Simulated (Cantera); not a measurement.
## Thermodynamics of roasting and sulfation, feed MgCO3 + SO2 + O2

Charge: 1 mol MgCO3, a varied amount of SO2, 2.4 mol O2, held at 1175 °C and 1.00 bar.

Cantera equilibrium calculation (NASA polynomials, part measured and part estimated; ideal gas, pure solids and liquids). Candidate condensed phases: C, Mg, MgCO3, MgO, MgS, MgSO4, S; 26 gas species. Rates play no part.

```csv
n(SO2) (mol),x O2,x SO2,x CO2,x SO3,n MgO(s)
0.089,0.688,0.0245,0.287,0.00100,1.00
0.16,0.674,0.0432,0.281,0.00175,1.00
0.27,0.653,0.0709,0.273,0.00282,1.00
0.47,0.619,0.117,0.259,0.00454,1.00
0.82,0.567,0.188,0.238,0.00696,1.00
1.4,0.498,0.283,0.209,0.00983,1.00
2.5,0.403,0.414,0.171,0.0129,1.00
```
x: gas mole fraction; n: condensed amount in mol.

From 0.089 mol SO2 to 2.5 mol SO2 the condensed part is MgO(s).
